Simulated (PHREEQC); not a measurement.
Solution (20 °C): 48 mmol/kgw HF, 1.6 mmol/kgw (CH3)4NF and 0.24 mmol/kgw H2SO4. Closed to the air; pH follows from the charge balance.

Computed with PHREEQC (ion-association model, phreeqc.dat).

Question: The ionic strength comes out as 0.00766 mol/kgw. What activity coefficients do HF2-, H+, HSO4-, SO4-2, F- get?

Answer: HF2- 0.91, H+ 0.92, HSO4- 0.91, SO4-2 0.70, F- 0.91.

No solid was allowed to form. (CH3)4N+ isn't in the database: it is added as a free cation with an ion size of 4 Å.
